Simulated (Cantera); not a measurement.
## Equilibrium for carbon deposition, reforming and gasification: CO + NH3 + H2 + H2O

Feed: 1 mol CO, 0.083 mol NH3, 40 mol H2, 3.3 mol H2O, at 2748 K and 0.490 bar.

Method: chemical equilibrium by Gibbs-energy minimisation in Cantera with the NASA 1993 tables (ideal gas, pure condensed phases). Candidate condensed phases: C, C6H6, C7H8, C8H18, H2O; 136 gas species. Kinetics and transport are ignored.

```json
{
 "x(H2)": "0.819",
 "x(H)": "0.0878",
 "x(H2O)": "0.0685",
 "x(CO)": "0.0212",
 "x(OH)": "0.00197",
 "x(N2)": "0.000888",
 "x(CO2)": "0.000259",
 "x(O)": "0.000134",
 "x(NO)": "5.31e-6",
 "gas_amount": "46.56 mol",
 "log10 activity of C(graphite) (absent)": "-5.76"
}
```
